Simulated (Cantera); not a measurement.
Input: 1 mol Si, 0.54 mol N₂O, 130 mol H₂, equilibrated at 1350 °C and 0.950 bar.

Equilibrium computed with Cantera from the NASA thermochemical tables; the gas is ideal and each condensed phase is pure. Equilibrium is a limit: real reactors are often held back by kinetics, nucleation or transport.

```json
[
 {"species": "H₂", "before": "0.999", "after": "0.994"},
 {"species": "N₂", "before": "0.000559", "after": "0.00551"},
 {"species": "H", "before": "7.10e-5", "after": "7.08e-5"},
 {"species": "SiO", "before": "0.000505", "after": "6.32e-6"},
 {"species": "H₂O", "before": "5.50e-5", "after": "8.45e-8"},
 {"species": "Si₂N₂O(s), mol", "before": "0.467", "after": "0.539"},
 {"species": "Si₃N₄(s), mol", "before": "0", "after": "0.640"}
]
```
Gas species are given as mole fractions.

Question: Which change was made?
A. pressure from 0.950 bar to 0.150 Pa
B. temperature from 1350 °C to 2000 °C
C. Si replaced by Si₃N₄
D. 0.64 mol O₂ added

Answer: C, Si replaced by Si₃N₄. Mutual solubility and eutectic melting of coexisting phases are not modelled
